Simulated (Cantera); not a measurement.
Charge: 1 mol V2O5, 250 mol H2, held at 1.00 Torr.

Cantera equilibrium calculation (NASA polynomials, part measured and part estimated; ideal gas, pure solids and liquids). Candidate condensed phases: H2O, V, VO, V2O3, V2O4, V2O5; 12 gas species. Condensed phases not in the tables: the oxides between V2O3 and V2O5 other than VO2. Kinetics and transport are ignored.

### Question
At 1052 °C, list the 3 most abundant gas species with their mole fractions, and the condensed phases.

### Answer
H2 0.992, H2O 0.00800, H 4.46e-5. Condensed: V2O3(s).
